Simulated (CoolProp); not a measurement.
Vapour-liquid equilibrium of propane (1) + R236FA (2) at 286.4 K; x and y are mole fractions of (1).

Computed with CoolProp (multi-fluid Helmholtz-energy mixture model, Lemmon 2009 and Pan 2012; pair parameters Bell 2016).

Give the bubble pressure and the first vapour's composition at x = 0.25, 0.65, 0.75. Is there an azeotrope?

x = 0.25: 5.233 bar, y = 0.691; x = 0.65: 6.668 bar, y = 0.807; x = 0.75: 6.848 bar, y = 0.835. y crosses x between x = 0.85 and 0.95: the model has an azeotrope there.

The pair parameters rest on a limited set of measurements; away from them the model extrapolates. With so large a gap from Raoult's law the liquid may split in two, which this calculation doesn't test in full.
